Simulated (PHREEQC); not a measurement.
## Acid rinse or clean: an equilibrium model

Make-up at 25 °C: 0.02 mol HF and 0.00028 mol MnSO4 per kg of water. Closed to the air; pH follows from the charge balance.

The numbers come from PHREEQC with the ion-association model, phreeqc.dat.

Each row changes one thing in this solution. Precipitation was switched off in this run.

| case | pH | ionic strength (mol/kgw) | HF (mol/kgw) | F- (mol/kgw) | Mn+2 (mol/kgw) | SO4-2 (mol/kgw) |
|---|---|---|---|---|---|---|
| as made | 2.47 | 0.00463 | 0.0161 | 0.00344 | 0.000269 | 0.000217 |
| 0.01 mol/kgw HBr added | 1.99 | 0.0123 | 0.0185 | 0.00135 | 0.000275 | 0.000161 |
| HF from 0.02 to 0.002 mol/kgw | 3.07 | 0.00195 | 0.00109 | ? | 0.000270 | 0.000254 |
| HF from 0.02 to 0.04 mol/kgw | 2.30 | 0.00646 | 0.0338 | 0.00488 | 0.000269 | 0.000199 |
| MnSO4 from 0.00028 to 0.0028 mol/kgw | 2.50 | 0.0128 | 0.0158 | 0.00371 | 0.00241 | 0.00200 |
| temperature from 25 to 75 °C | 2.67 | 0.00324 | 0.0175 | 0.00220 | 0.000266 | 0.000168 |
| temperature from 25 to 45 °C | 2.55 | ? | 0.0167 | ? | 0.000268 | 0.000200 |
| diluted 10-fold with water | 3.06 | 0.000999 | ? | 0.000888 | 2.78e-5 | 2.60e-5 |

Problem. Some entries are withheld; supply them.

Solution. 
- HF from 0.02 to 0.002 mol/kgw, F- (mol/kgw): 0.000901
- temperature from 25 to 45 °C, ionic strength (mol/kgw): 0.00404
- temperature from 25 to 45 °C, F- (mol/kgw): 0.00290
- diluted 10-fold with water, HF (mol/kgw): 0.00111

Complexes and solids missing from the database can't appear. Away from 25 °C the constants follow the database's enthalpies or fits; those with neither stay at their 25 °C values.
